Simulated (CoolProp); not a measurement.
Vapour-liquid equilibrium of R1234yf (1) + R1234ze(E) (2) at 62.25 °C; x and y are mole fractions of (1).

The numbers come from the multi-fluid Helmholtz-energy mixture model, Lemmon 2022 and Thol 2016; pair parameters Bell 2022 in CoolProp.

Q: Give the bubble pressure and the first vapour's composition at x = 0.35, 0.5, 0.95. Is there an azeotrope?

A: x = 0.35: 1.489 MPa, y = 0.389; x = 0.5: 1.545 MPa, y = 0.539; x = 0.95: 1.708 MPa, y = 0.956. No azeotrope shows between x = 0.05 and 0.95.

Pair parameters are fitted to limited data, so mixtures are less certain than the pure fluids.
